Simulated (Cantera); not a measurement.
A closed system holds: 1 mol MgCO₃, a varied amount of SO₃, 0.8 mol O₂, equilibrated at 1123.15 K and 44.0 mbar.

Equilibrium computed with Cantera from the NASA thermochemical tables; the gas is ideal and each condensed phase is pure. Candidate condensed phases: C, Mg, MgCO₃, MgO, MgS, MgSO₄, S; 26 gas species. Mutual solubility and eutectic melting of coexisting phases are not modelled. The numbers say what is thermodynamically allowed, not how fast it happens.

Q: At 0.79 mol SO₃, list the 4 most abundant gas species with their mole fractions, and the condensed phases.

A: CO₂ 0.500, O₂ 0.432, SO₂ 0.0640, SO₃ 0.00441. Condensed: MgO(s) + MgSO₄(s).
